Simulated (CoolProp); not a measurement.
Vapour-liquid equilibrium of acetone (1) + ethanol (2) at 233.2 K; x and y are mole fractions of (1).

Computed with CoolProp (multi-fluid Helmholtz-energy mixture model, Lemmon 2006 and Schroeder 2014; pair parameters Bell 2016).

Q: Give the bubble pressure and the first vapour's composition at x = 0.15, 0.75, 0.85. Is there an azeotrope?

A: x = 0.15: 0.0002852 MPa, y = 0.829; x = 0.75: 0.0006056 MPa, y = 0.958; x = 0.85: 0.0006484 MPa, y = 0.972. No azeotrope shows between x = 0.05 and 0.95.

The pair parameters rest on a limited set of measurements; away from them the model extrapolates. With so large a gap from Raoult's law the liquid may split in two, which this calculation doesn't test in full.
